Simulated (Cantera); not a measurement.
Input (Python, Cantera) and output of one run.

```python
import numpy as np
import cantera as ct

gas_names = """
    B BF BF2 BF3 BH BHF2 BH2 BH3 BO BOF BOF2 BO2 B2 B2O B2O2 B2O3 B3O3F3 B3O3H3 F FO FO2 F2 F2O H HBO
    HBO2 HF HOF HO2 H2 H2F2 H2O H2O2 H3B3O6 H3F3 H4F4 H5F5 H6F6 H7F7 O OH O2 O3
""".split()
cond_names = """
    B(b) B(L) B2O3(L) B3O3H3(cr) H2O(s) H2O(L)
""".split()


# ... load() reads the species with a 1 bar reference pressure and builds the phases ...
atoms = {
    'BF3': {'B': 1, 'F': 3},
    'O2': {'O': 2},
    'H2': {'H': 2},
    'H2O': {'H': 2, 'O': 1},
}
top_T = {}  # K; cautious upper limits of use, not melting points


# ... equilibrate(T, P, feed) seeds the gas with the atoms and calls Mixture.equilibrate('TP', solver="vcs", rtol=1e-11, max_steps=5000) ...
results = []
T = 1223.15  # K
P = 320  # Pa
for m in [6.2, 14, 21, 28, 36, 43, 50, 58, 65, 72, 80]:
    feed = {'BF3': 1, 'O2': 0.18, 'H2': m, 'H2O': 0.39}  # mol
    mix = equilibrate(T, P, feed)
    results.append((T, P, feed, dict(zip(mix.species_names, mix.species_moles))))

top = {s: max(r[3][s] / sum(r[3][g] for g in gas_names) for r in results) for s in gas_names}
cols = sorted((s for s in top if top[s] > 0.001), key=lambda s: -top[s])[:8]
seen = [c for c in cond_names if any(r[3].get(c, 0) > 1e-12 for r in results)]
print("log10 of partial pressures in bar; condensed amounts in mol")
print(f"{'n(H2)':>10s}" + "".join(f"{s[:9]:>10s}" for s in cols + seen))
for T, P, feed, n in results:
    ng = sum(n[g] for g in gas_names)
    print(f"{feed['H2']:10.4g}" + "".join(f"{np.log10(max(n[s] / ng * P / 1e5, 1e-99)):10.3f}" for s in cols)
          + "".join(f"{n.get(c, 0):10.4g}" for c in seen))
```

Result:

```
log10 of partial pressures in bar; condensed amounts in mol
     n(H2)        H2        HF       BF3       BOF       H2O    B3O3F3      HBO2
       6.2    -2.633    -3.376    -3.714    -3.834    -4.072    -4.773    -5.066
        14    -2.562    -3.642    -4.050    -4.025    -4.459    -5.348    -5.380
        21    -2.541    -3.784    -4.233    -4.142    -4.677    -5.697    -5.572
        28    -2.530    -3.888    -4.367    -4.232    -4.840    -5.968    -5.722
        36    -2.523    -3.980    -4.487    -4.316    -4.990    -6.219    -5.862
        43    -2.518    -4.047    -4.573    -4.377    -5.098    -6.403    -5.965
        50    -2.515    -4.104    -4.646    -4.430    -5.193    -6.563    -6.056
        58    -2.512    -4.161    -4.718    -4.484    -5.287    -6.724    -6.148
        65    -2.511    -4.205    -4.774    -4.526    -5.361    -6.849    -6.219
        72    -2.509    -4.244    -4.824    -4.564    -5.428    -6.963    -6.285
        80    -2.508    -4.286    -4.876    -4.604    -5.498    -7.082    -6.353
```

Cantera equilibrium calculation (NASA polynomials, part measured and part estimated; ideal gas, pure solids and liquids).
